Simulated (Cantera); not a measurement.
Feed: 1 mol Fe₂O₃, 2.7 mol CO, 7 mol N₂, held at 3200 Pa.

Equilibrium computed with Cantera from the NASA thermochemical tables; the gas is ideal and each condensed phase is pure. Candidate condensed phases: C, Fe, Fe(CO)₅, FeO, Fe₂O₃, Fe₃O₄; 27 gas species. The tables' stoichiometric FeO is somewhat more stable than real wüstite, so its field is too wide. FeO: taken at fixed stoichiometry. The numbers say what is thermodynamically allowed, not how fast it happens.

### Question
At 1500 K, list the 3 most abundant gas species with their mole fractions, and the condensed phases.

### Answer
N₂ 0.722, CO 0.175, CO₂ 0.103. Condensed: FeO(s).
